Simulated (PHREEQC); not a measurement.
## Alkaline etch or developer (model solution)

Solution (30 °C): 0.016 mol/kgw NaOH and 0.00016 mol/kgw NaAlO2. Closed to the air; pH follows from the charge balance.

All values are PHREEQC results (ion-association model, phreeqc.dat), not measurements.

This is a speciation only: nothing precipitates in the calculation.

Q: What pH, specific conductance does the model give?

A: pH 11.98; specific conductance 4060 µS/cm.

Species that the database lacks are ignored.
